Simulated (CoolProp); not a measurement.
Water along the isobar 85.7 bar: fugacity coefficient from the reference equation and from simpler models built on Tc = 373.9 °C, pc = 220.6 bar, ω = 0.344; each cubic takes its own stable root.

Model: reference Helmholtz-energy equation of state, Wagner 2002, in CoolProp.

| T (°C) | phase | reference |
|---|---|---|
| 344.45 | gas | 0.8437 |
| 373.55 | gas | 0.8701 |
| 402.55 | gas | 0.8908 |
| 431.55 | gas | 0.9074 |
| 460.55 | gas | 0.9209 |
| 489.55 | gas | 0.9321 |
| 518.55 | gas | 0.9414 |
| 547.55 | gas | 0.9493 |
| 576.55 | gas | 0.9560 |
| 605.65 | gas | 0.9617 |

**Question.** How far does each simpler model (van der Waals, Redlich-Kwong, Soave-Redlich-Kwong, Peng-Robinson) lie from the reference over these 10 states: mean and median of the absolute difference, and the worst?

**Answer.** 
- van der Waals: mean 1.2 %, median 1.2 %, worst +3.3 % at 344.45 °C and 85.7 bar
- Redlich-Kwong: mean 1.0 %, median 1.2 %, worst -1.4 % at 576.55 °C and 85.7 bar
- Soave-Redlich-Kwong: mean 0.2 %, median 0.2 %, worst +0.5 % at 344.45 °C and 85.7 bar
- Peng-Robinson: mean 1.3 %, median 1.3 %, worst -1.6 % at 402.55 °C and 85.7 bar
